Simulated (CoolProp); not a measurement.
A single-stage vapour-compression cycle with the fluid: evaporating at 318.15 K (dew point), condensing at 365.15 K (bubble point), superheat 5 K, subcooling 8 K, compressor efficiency 0.8, no pressure losses. The same conditions are run with several fluids, on thermodynamics alone (safety and materials aside).

The numbers come from the reference Helmholtz-energy equation of state of each fluid (n-perfluorobutane: Gao 2022; R141b: Lemmon 2006; vinyl chloride: Thol 2022; R152A: Outcalt 1996; dimethyl carbonate: Zhou 2011; hexamethyldisiloxane (MM): Thol 2016) in CoolProp.

Q: Rank n-perfluorobutane, R141b, vinyl chloride, R152A, dimethyl carbonate, hexamethyldisiloxane (MM) by cooling COP, highest first.

A: dimethyl carbonate (4.95), R141b (4.78), vinyl chloride (4.59), hexamethyldisiloxane (MM) (4.42), R152A (4.10), n-perfluorobutane (3.15)

| fluid | pressure ratio | discharge temperature (K) | refrigerating effect (kJ/kg) | volumetric capacity (kJ/m³) |
|---|---|---|---|---|
| n-perfluorobutane | 3.09 | 365.1 | 36.3 | 1820 |
| R141b | 3.61 | 374.3 | 173 | 1240 |
| vinyl chloride | 2.88 | 393.3 | 244 | 4370 |
| R152A | 2.89 | 385.1 | 179 | 5630 |
| dimethyl carbonate | 5.73 | 377.0 | 338 | 214 |
| hexamethyldisiloxane (MM) | 5.53 | 365.2 | 149 | 130 |

The compression ends wet for: n-perfluorobutane; hexamethyldisiloxane (MM).
